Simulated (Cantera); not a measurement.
Input (Python, Cantera) and output of one run.

```python
import numpy as np
import cantera as ct

gas_names = [...]  # 148 gases of nasa_gas.yaml made of Al, C, H, N, O
cond_names = """
    AL(cr) AL(L) ALN(s) AL2O3(a) AL2O3(L) C(gr) C6H6(L) C7H8(L) C8H18(L),n-octa H2O(s) H2O(L)
""".split()


# ... load() reads the species with a 1 bar reference pressure and builds the phases ...
atoms = {
    'Al(CH3)3': {'AL': 1, 'C': 3, 'H': 9},
    'N2O': {'N': 2, 'O': 1},
    'H2': {'H': 2},
}
top_T = {'ALN(s)': 2750, 'C(gr)': 4500}  # K; cautious upper limits of use, not melting points


# ... equilibrate(T, P, feed) seeds the gas with the atoms and calls Mixture.equilibrate('TP', solver="vcs", rtol=1e-11, max_steps=5000) ...
results = []
feed = {'Al(CH3)3': 1, 'N2O': 2, 'H2': 13}  # mol
P = 46  # Pa
for T in [1298, 1323, 1348, 1373, 1398, 1423, 1448, 1473, 1498, 1523, 1548, 1573, 1598]:
    mix = equilibrate(T, P, feed)
    results.append((T, P, feed, dict(zip(mix.species_names, mix.species_moles))))
    x = sorted(zip(gas.X, gas.species_names), reverse=True)
    print(f"T = {T:g} K  P = {P:g} Pa  gas = {mix.phase_moles(0):.4g} mol")
    print("   x: " + "  ".join(f"{s} {v:.3e}" for v, s in x if v > 1e-05))
    print("   condensed (mol): " + ("  ".join(f"{mix.phase(i).name} {mix.phase_moles(i):.4g}"
          for i in range(1, mix.n_phases) if mix.phase_moles(i) > 1e-12) or "none"))
```

Result:

```
T = 1298 K  P = 46 Pa  gas = 20.5 mol
   x: H2 8.538e-01  N2 8.547e-02  CO 6.064e-02  HCN 5.488e-05  H 4.616e-05
   condensed (mol): ALN(s) 0.4953  AL2O3(a) 0.2524  C(gr) 1.756
T = 1323 K  P = 46 Pa  gas = 20.88 mol
   x: H2 8.382e-01  CO 8.679e-02  N2 7.483e-02  H 6.770e-05  HCN 6.415e-05
   condensed (mol): ALN(s) 0.8745  AL2O3(a) 0.06277  C(gr) 1.187
T = 1348 K  P = 46 Pa  gas = 21 mol
   x: H2 8.332e-01  CO 9.523e-02  N2 7.139e-02  H 9.847e-05  HCN 7.808e-05
   condensed (mol): ALN(s) 1  C(gr) 0.9983
T = 1373 K  P = 46 Pa  gas = 21 mol
   x: H2 8.332e-01  CO 9.523e-02  N2 7.137e-02  H 1.417e-04  HCN 9.679e-05
   condensed (mol): ALN(s) 1  C(gr) 0.9979
T = 1398 K  P = 46 Pa  gas = 21 mol
   x: H2 8.331e-01  CO 9.523e-02  N2 7.136e-02  H 2.014e-04  HCN 1.190e-04
   condensed (mol): ALN(s) 1  C(gr) 0.9974
T = 1423 K  P = 46 Pa  gas = 21 mol
   x: H2 8.330e-01  CO 9.522e-02  N2 7.135e-02  H 2.827e-04  HCN 1.453e-04
   condensed (mol): ALN(s) 1  C(gr) 0.9968
T = 1448 K  P = 46 Pa  gas = 21 mol
   x: H2 8.329e-01  CO 9.522e-02  N2 7.133e-02  H 3.922e-04  HCN 1.762e-04
   condensed (mol): ALN(s) 0.9999  C(gr) 0.9961
T = 1473 K  P = 46 Pa  gas = 21.01 mol
   x: H2 8.327e-01  CO 9.521e-02  N2 7.131e-02  H 5.383e-04  HCN 2.122e-04
   condensed (mol): ALN(s) 0.9998  C(gr) 0.9952
T = 1498 K  P = 46 Pa  gas = 21.01 mol
   x: H2 8.325e-01  CO 9.520e-02  N2 7.128e-02  H 7.310e-04  HCN 2.539e-04  AL 2.193e-05
   condensed (mol): ALN(s) 0.9995  C(gr) 0.9943
T = 1523 K  P = 46 Pa  gas = 21.01 mol
   x: H2 8.322e-01  CO 9.518e-02  N2 7.126e-02  H 9.830e-04  HCN 3.020e-04  AL 5.077e-05
   condensed (mol): ALN(s) 0.9989  C(gr) 0.9931
T = 1548 K  P = 46 Pa  gas = 21.02 mol
   x: H2 8.318e-01  CO 9.516e-02  N2 7.125e-02  H 1.309e-03  HCN 3.572e-04  AL 1.143e-04  C2H2,acetylene 1.305e-05
   condensed (mol): ALN(s) 0.9975  C(gr) 0.9918
T = 1573 K  P = 46 Pa  gas = 21.03 mol
   x: H2 8.312e-01  CO 9.512e-02  N2 7.125e-02  H 1.728e-03  HCN 4.202e-04  AL 2.508e-04  C2H2,acetylene 1.716e-05
   condensed (mol): ALN(s) 0.9946  C(gr) 0.9903
T = 1598 K  P = 46 Pa  gas = 21.04 mol
   x: H2 8.303e-01  CO 9.505e-02  N2 7.131e-02  H 2.261e-03  AL 5.365e-04  HCN 4.919e-04  C2H2,acetylene 2.237e-05  HNC 1.119e-05
   condensed (mol): ALN(s) 0.9884  C(gr) 0.9885
```

Equilibrium computed with Cantera from the NASA thermochemical tables; the gas is ideal and each condensed phase is pure. The feed counts by its element totals alone. Mutual solubility and eutectic melting of coexisting phases are not modelled.
